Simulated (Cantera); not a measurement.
What does this Cantera script print?

```python
import numpy as np
import cantera as ct

gas = ct.Solution("gri30.yaml")
gas.TPX = 525, 46000, {'CO': 1, 'H2': 0.75, 'CH4': 0.19, 'O2': 2.24, 'N2': 6.4}
inlet = ct.Reservoir(gas, clone=True)
gas.equilibrate("HP")  # start burning
reactor = ct.IdealGasConstPressureReactor(gas, energy="on", clone=False)
exhaust = ct.Reservoir(gas, clone=True)
tau = [0.096, 0.049, 0.025, 0.013, 0.0068, 0.0035, 0.0018, 0.00092, 0.00047, 0.00024, 0.00013, 6.5e-05][0]
for a, b in ((inlet, reactor), (reactor, exhaust)):
    ct.MassFlowController(a, b, mdot=lambda t: reactor.mass / tau)
net = ct.ReactorNet([reactor])
show = ['CO', 'H2', 'CH4', 'HCO', 'HO2']

rows = []
print(f"{'tau/s':>10s}{'T/K':>9s}" + "".join(f"{s:>11s}" for s in show))
for tau in [0.096, 0.049, 0.025, 0.013, 0.0068, 0.0035, 0.0018, 0.00092, 0.00047, 0.00024, 0.00013, 6.5e-05]:
    net.initial_time = 0.0
    net.advance(30 * tau)
    before = gas.X
    net.advance(40 * tau)
    drift = np.max(np.abs(gas.X - before) / (gas.X + 1e-9))
    rows.append([gas.T, *gas[show].X, drift])
    print(f"{tau:10.3e}{gas.T:9.1f}" + "".join(f"{x:11.3e}" for x in gas[show].X))
```

Result:

```
     tau/s      T/K         CO         H2        CH4        HCO        HO2
 9.600e-02   2132.9  3.879e-03  7.070e-04  1.047e-06  9.452e-09  2.408e-06
 4.900e-02   2117.1  5.091e-03  9.324e-04  1.723e-06  1.867e-08  2.457e-06
 2.500e-02   2091.1  6.991e-03  1.301e-03  2.736e-06  3.690e-08  2.709e-06
 1.300e-02   2054.5  9.567e-03  1.827e-03  4.243e-06  7.110e-08  3.317e-06
 6.800e-03   2006.3  1.278e-02  2.528e-03  6.635e-06  1.346e-07  4.433e-06
 3.500e-03   1944.0  1.663e-02  3.425e-03  1.079e-05  2.547e-07  6.242e-06
 1.800e-03   1868.5  2.093e-02  4.475e-03  1.835e-05  4.724e-07  8.797e-06
 9.200e-04   1779.0  2.581e-02  5.624e-03  3.331e-05  8.616e-07  1.214e-05
 4.700e-04   1675.1  3.203e-02  6.790e-03  6.625e-05  1.546e-06  1.638e-05
 2.400e-04   1552.2  4.216e-02  8.060e-03  1.542e-04  2.781e-06  2.240e-05
 1.300e-04   1410.7  5.944e-02  1.051e-02  4.446e-04  4.933e-06  3.256e-05
 6.500e-05    525.0  9.452e-02  7.089e-02  1.796e-02  2.415e-25 -4.783e-18
```

Detailed kinetics in Cantera: GRI-Mech 3.0 (53 species, 325 reactions).
